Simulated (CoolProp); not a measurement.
Vapour-liquid equilibrium of ethylbenzene (1) + n-nonane (2) at 183.45 °C; x and y are mole fractions of (1).

The numbers come from the multi-fluid Helmholtz-energy mixture model, Zhou 2012 and Lemmon 2006; pair parameters Bell 2016 in CoolProp.

| x | bubble pressure (bar) | y at the bubble point | dew pressure at overall composition x (bar) | liquid density (mol/L) |
|---|---|---|---|---|
| 0.05 | 2.299 | 0.073 | 2.279 | 4.578 |
| 0.125 | 2.390 | 0.174 | 2.345 | 4.696 |
| 0.2 | 2.478 | 0.268 | 2.414 | 4.819 |
| 0.275 | 2.563 | 0.354 | 2.485 | 4.950 |
| 0.35 | 2.643 | 0.433 | 2.559 | 5.087 |
| 0.425 | 2.718 | 0.507 | 2.635 | 5.232 |
| 0.5 | 2.787 | 0.577 | 2.710 | 5.386 |
| 0.575 | 2.851 | 0.643 | 2.786 | 5.549 |
| 0.65 | 2.910 | 0.706 | 2.858 | 5.723 |
| 0.725 | 2.962 | 0.768 | 2.926 | 5.907 |
| 0.8 | 3.009 | 0.829 | 2.987 | 6.104 |
| 0.875 | 3.049 | 0.892 | 3.039 | 6.313 |
| 0.95 | 3.082 | 0.956 | 3.080 | 6.538 |

No azeotrope shows between x = 0.05 and 0.95.

Pair parameters are fitted to limited data, so mixtures are less certain than the pure fluids.
